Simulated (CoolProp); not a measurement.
C3F8 (R218) along the isobar 0.978 MPa: fugacity coefficient from the reference equation and from simpler models built on Tc = 345.0 K, pc = 2.640 MPa, ω = 0.317; each cubic takes its own stable root.

Model: reference Helmholtz-energy equation of state, Lemmon 2006, in CoolProp. It is a short technical equation, of lower accuracy than the large ones.

```
T (K)   phase  reference  Redlich-Kwong  Soave-Redlich-Kwong  Peng-Robinson
-----  ------  ---------  -------------  -------------------  -------------
169.1  liquid   0.001166       0.004949             0.001162       0.001265
189.9  liquid   0.007140        0.02223             0.007104       0.007406
210.8  liquid    0.02862        0.06871              0.02862        0.02901
231.6  liquid    0.08387         0.1623              0.08445        0.08405
252.4  liquid     0.1961         0.3173               0.1987         0.1956
273.3  liquid     0.3873         0.5393               0.3939         0.3853
294.1  liquid     0.6659         0.8042               0.6770         0.6606
315       gas     0.8325         0.8393               0.8314         0.8188
335.8     gas     0.8674         0.8663               0.8642         0.8520
356.6     gas     0.8932         0.8877               0.8900         0.8781
377.5     gas     0.9131         0.9050               0.9106         0.8992
398.3     gas     0.9287         0.9191               0.9272         0.9163
419.2     gas     0.9412         0.9307               0.9407         0.9303
440       gas     0.9513         0.9403               0.9518         0.9419
```

At some of these states Redlich-Kwong gives the other phase, because its saturation line lies elsewhere.
